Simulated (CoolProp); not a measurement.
Cyclopropane along the isotherm 454.8 K: Z from the reference equation and from simpler models built on Tc = 398.7 K, pc = 56.05 bar, ω = 0.131; each cubic takes its own stable root.

Values from CoolProp's reference Helmholtz-energy equation of state, Polt 1992. This equation is an older, rougher fit; its heat capacities, sound speeds and derivatives of the liquid may be far off and weren't checked against measurements.

| p (bar) | phase | reference | van der Waals | Redlich-Kwong | Soave-Redlich-Kwong | Peng-Robinson |
|---|---|---|---|---|---|---|
| 15.6 | gas | 0.9335 | 0.9374 | 0.9335 | … | 0.9273 |
| 31.1 | gas | 0.8638 | 0.8681 | … | 0.8691 | 0.8520 |
| 46.7 | gas | 0.7888 | 0.7883 | 0.7858 | 0.7969 | … |
| 62.3 | supercritical | 0.7073 | 0.6934 | 0.7020 | 0.7201 | 0.6907 |
| 77.9 | supercritical | … | 0.5784 | 0.6132 | 0.6411 | 0.6087 |
| 93.4 | supercritical | 0.5316 | … | 0.5352 | 0.5714 | 0.5383 |
| 109 | supercritical | 0.4726 | 0.4840 | 0.4945 | 0.5289 | 0.4951 |
| 125 | supercritical | 0.4539 | 0.5055 | 0.4881 | 0.5167 | … |
| 140 | supercritical | 0.4588 | 0.5345 | 0.4982 | 0.5225 | 0.4831 |

Problem. Complete the blanks.

Solution. 
- 15.6, Soave-Redlich-Kwong: 0.9363
- 31.1, Redlich-Kwong: 0.8628
- 46.7, Peng-Robinson: 0.7729
- 77.9, reference: 0.6187
- 93.4, van der Waals: 0.4922
- 125, Peng-Robinson: 0.4804
